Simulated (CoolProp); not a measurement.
Vapour pressure (MPa) of R236EA: the reference equation beside estimates from Tc = 412.4 K, pc = 3.414 MPa, ω = 0.368.

Computed with CoolProp (reference Helmholtz-energy equation of state, Rui 2013).

```tsv
T (K)	reference	van der Waals	Redlich-Kwong	Soave-Redlich-Kwong
269.3	0.06613	0.4754	0.1613	0.06583
274.9	0.08433	0.5306	0.1947	0.08402
280.4	0.1059	0.5888	0.2323	0.1056
286	0.1320	0.6523	0.2757	0.1318
291.6	0.1629	0.7201	0.3247	0.1629
297.2	0.1992	0.7924	0.3797	0.1995
302.8	0.2415	0.8692	0.4410	0.2422
308.4	0.2903	0.9506	0.5090	0.2917
```

Absolute difference from the reference over all 8 rows, mean and median: van der Waals 390.7 and 368.1 %, Redlich-Kwong 106.4 and 104.1 %, Soave-Redlich-Kwong 0.3 and 0.3 %.
